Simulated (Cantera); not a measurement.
# Ignition delay

Mixture: 6.81 % CH4, 19.2 % O2, 72.2 % N2, 1.77 % CO2, equivalence ratio 0.71, at 4.93 atm, adiabatic and at constant volume. Ignition delay is the time to a rise of 400 K.

Computed with Cantera and GRI-Mech 3.0 (53 species, 325 reactions).

```csv
T0 (K),delay (ms)
1273,3.33
1348,1.39
1423,0.616
1498,0.290
1573,0.145
1648,0.0771
1723,0.0436
1798,0.0261
1873,0.0164
1948,0.0108
```

```yaml
apparent activation energy between 1798 and 1948 K: 170 kJ/mol
```
